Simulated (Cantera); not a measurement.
A freely propagating, adiabatic, planar premixed flame of H2 : O2 : N2 = 1 : 0.82 : 3.08 (molar parts), equivalence ratio 0.61, unburnt at 625 K and 323 Torr; mixture-averaged transport, grid criteria slope 0.08 and curve 0.16, no radiation.

Detailed kinetics in Cantera: the H2/O2 subset of GRI-Mech 3.0, which has no nitrogen chemistry. Burning velocities carry a grid error of a few per cent, more on coarse grids. Lean hydrogen flames are cellular in practice and burn faster than this planar one.

Predict: laminar burning velocity; thermal thickness; peak x(OH); peak x(O); peak x(H).


| Property | Value |
|---|---|
| laminar burning velocity | 513 cm/s |
| thermal thickness | 1.34 mm |
| peak x(OH) | 0.0131 |
| peak x(O) | 0.0153 |
| peak x(H) | 0.0344 |
